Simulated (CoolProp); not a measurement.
Saturation properties of R1234yf (Tc = 94.7 °C, pc = 33.84 bar, ω = 0.276).

Model: reference Helmholtz-energy equation of state, Lemmon 2022, in CoolProp.

```
T (°C)  p (bar)  vapour density (kg/m³)  surface tension (mN/m)  liquid viscosity (µPa s)
------  -------  ----------------------  ----------------------  ------------------------
-54.55   0.2894                   1.851                    17.8                       418
-45.75   0.4661                   2.887                    16.4                       366
-36.95   0.7200                   4.337                    15.0                       322
-28.15    1.073                   6.306                    13.6                       285
-19.35    1.548                   8.916                    12.3                       254
-10.55    2.173                   12.31                    11.0                       226
-1.75     2.975                   16.64                    9.71                       202
7.05      3.986                   22.12                    8.50                       181
15.85     5.236                   28.97                    7.33                       163
24.65     6.760                   37.51                    6.22                       146
33.55     8.618                   48.25                    5.14                       130
42.35     10.81                   61.51                    4.14                       117
51.15     13.38                   78.16                    3.20                       104
59.95     16.40                   99.42                    2.34                      92.5
68.75     19.90                   127.3                    1.56                      81.6
```

It boils at -29.5 °C under 1 atm.

Viscosity comes from a separate model (Bell 2016), an estimate that may be off by 10 % or more. Surface tension comes from a separate correlation (Mulero 2012).
